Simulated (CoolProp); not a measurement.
Vapour-liquid equilibrium of cyclohexane (1) + m-xylene (2) at 296.5 K; x and y are mole fractions of (1).

Model: multi-fluid Helmholtz-energy mixture model, Zhou 2014 and Zhou 2012; pair parameters Bell 2016, in CoolProp.

| x | bubble pressure (kPa) | y at the bubble point | dew pressure at overall composition x (kPa) | liquid density (mol/L) |
|---|---|---|---|---|
| 0.05 | 1.821 | 0.470 | 1.065 | 8.160 |
| 0.125 | 2.959 | 0.698 | 1.151 | 8.233 |
| 0.2 | 4.007 | 0.794 | 1.251 | 8.307 |
| 0.275 | 4.968 | 0.848 | 1.370 | 8.382 |
| 0.35 | 5.849 | 0.882 | 1.515 | 8.459 |
| 0.425 | 6.661 | 0.906 | 1.693 | 8.537 |
| 0.5 | 7.416 | 0.924 | 1.919 | 8.618 |
| 0.575 | 8.127 | 0.939 | 2.215 | 8.700 |
| 0.65 | 8.811 | 0.951 | 2.617 | 8.784 |
| 0.725 | 9.481 | 0.962 | 3.194 | 8.871 |
| 0.8 | 10.15 | 0.973 | 4.092 | 8.961 |
| 0.875 | 10.84 | 0.983 | 5.653 | 9.053 |
| 0.95 | 11.57 | 0.993 | 8.739 | 9.148 |

No azeotrope shows between x = 0.05 and 0.95.

The pair parameters rest on a limited set of measurements; away from them the model extrapolates.
